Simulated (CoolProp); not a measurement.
Saturation properties of n-nonane.

Computed with CoolProp (reference Helmholtz-energy equation of state, Lemmon 2006). It is a short technical equation, of lower accuracy than the large ones.

```json
[
 {"T (K)": "374.6", "p (MPa)": "0.02219", "liquid viscosity (µPa s)": "305", "vapour viscosity (µPa s)": "6.75"},
 {"T (K)": "382.5", "p (MPa)": "0.02923", "liquid viscosity (µPa s)": "286", "vapour viscosity (µPa s)": "___"},
 {"T (K)": "390.5", "p (MPa)": "0.03812", "liquid viscosity (µPa s)": "269", "vapour viscosity (µPa s)": "7.02"},
 {"T (K)": "398.4", "p (MPa)": "0.04891", "liquid viscosity (µPa s)": "253", "vapour viscosity (µPa s)": "7.15"},
 {"T (K)": "406.4", "p (MPa)": "0.06220", "liquid viscosity (µPa s)": "238", "vapour viscosity (µPa s)": "7.28"},
 {"T (K)": "414.4", "p (MPa)": "0.07822", "liquid viscosity (µPa s)": "224", "vapour viscosity (µPa s)": "7.41"},
 {"T (K)": "422.3", "p (MPa)": "0.09707", "liquid viscosity (µPa s)": "211", "vapour viscosity (µPa s)": "7.54"},
 {"T (K)": "430.3", "p (MPa)": "0.1196", "liquid viscosity (µPa s)": "199", "vapour viscosity (µPa s)": "7.67"},
 {"T (K)": "438.3", "p (MPa)": "___", "liquid viscosity (µPa s)": "188", "vapour viscosity (µPa s)": "___"},
 {"T (K)": "446.2", "p (MPa)": "0.1765", "liquid viscosity (µPa s)": "177", "vapour viscosity (µPa s)": "7.94"},
 {"T (K)": "454.2", "p (MPa)": "0.2121", "liquid viscosity (µPa s)": "167", "vapour viscosity (µPa s)": "8.07"},
 {"T (K)": "462.2", "p (MPa)": "0.2529", "liquid viscosity (µPa s)": "158", "vapour viscosity (µPa s)": "8.21"}
]
```

### Question
Complete the blanks.

### Answer

- 382.5, vapour viscosity (µPa s): 6.88
- 438.3, p (MPa): 0.1461
- 438.3, vapour viscosity (µPa s): 7.80

It boils at 423.9 K under 1 atm.

Viscosity comes from a separate model (Huber 2004).
